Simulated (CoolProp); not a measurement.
Properties of C2F6 (R116) along the isobar 1.87 MPa (Tc = 19.9 °C, pc = 3.048 MPa, ω = 0.257).

Model: reference Helmholtz-energy equation of state, Lemmon 2006, in CoolProp. It is a short technical equation, of lower accuracy than the large ones.

```csv
T (°C),phase,density (kg/m³),cv (kJ/(kg K)),Joule-Thomson coefficient (K/MPa),expansivity (1/kK),Prandtl number
-7.65,liquid,1213,0.7293,0.6173,7.373,3.36
15.15,gas,148.2,0.7435,13.18,10.20,0.898
37.95,gas,(withheld),0.7600,9.226,(withheld),0.845
60.75,gas,108.2,(withheld),7.046,5.073,0.829
83.55,gas,97.37,0.8105,5.625,4.214,(withheld)
106.25,gas,89.09,0.8363,4.624,3.650,0.816
129.05,gas,(withheld),0.8611,3.877,3.242,(withheld)
151.85,gas,(withheld),0.8847,3.302,2.931,(withheld)
```

Problem. Fill in the missing entries.

Solution. 
- 37.95, density (kg/m³): 123.3
- 37.95, expansivity (1/kK): 6.579
- 60.75, cv (kJ/(kg K)): 0.7844
- 83.55, Prandtl number: 0.821
- 129.05, density (kg/m³): 82.38
- 129.05, Prandtl number: 0.812
- 151.85, density (kg/m³): 76.79
- 151.85, Prandtl number: 0.809

Viscosity comes from a separate model (Huber 2003), an estimate that may be off by 10 % or more. Thermal conductivity comes from a separate model (Huber 2003), an estimate that may be off by 10 % or more.
